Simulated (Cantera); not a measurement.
An adiabatic, constant-volume homogeneous reactor starts with CH₃OH : O₂ : N₂ = 1 : 2.34 : 9.61 (molar parts), at 1800 K and 4.93 atm. Integrator tolerance rtol = 1e-08.

Cantera simulation using GRI-Mech 3.0 (53 species, 325 reactions); the numbers are that mechanism's predictions, not measurements. GRI-Mech 3.0 was tuned for natural gas; its chemistry of methanol as a main component is partial and can be far from experiment.

**Question.** What does this change do: N2 9.61 to 19 parts?

**Answer.** 
```json
[
 {"quantity": "time of steepest temperature rise", "before": "6.30 µs", "after": "8.71 µs"},
 {"quantity": "temperature at 8.00 s", "before": "2915 K", "after": "2628 K"},
 {"quantity": "equilibrium temperature", "before": "2915 K", "after": "2628 K"},
 {"quantity": "x(CH₃OH) at 8.00 s", "before": "<1e-12 (gas-phase equilibrium <1e-12)", "after": "<1e-12 (gas-phase equilibrium <1e-12)"},
 {"quantity": "x(O₂) at 8.00 s", "before": "0.0554 (gas-phase equilibrium 0.0554)", "after": "0.0320 (gas-phase equilibrium 0.0320)"},
 {"quantity": "x(H₂O) at 8.00 s", "before": "0.127 (gas-phase equilibrium 0.127)", "after": "0.0812 (gas-phase equilibrium 0.0812)"},
 {"quantity": "x(CO₂) at 8.00 s", "before": "0.0537 (gas-phase equilibrium 0.0537)", "after": "0.0380 (gas-phase equilibrium 0.0380)"},
 {"quantity": "x(OH) at 8.00 s", "before": "0.0207 (gas-phase equilibrium 0.0207)", "after": "0.00721 (gas-phase equilibrium 0.00721)"},
 {"quantity": "x(C₂H) at 8.00 s", "before": "<1e-12 (gas-phase equilibrium <1e-12)", "after": "<1e-12 (gas-phase equilibrium <1e-12)"}
]
```
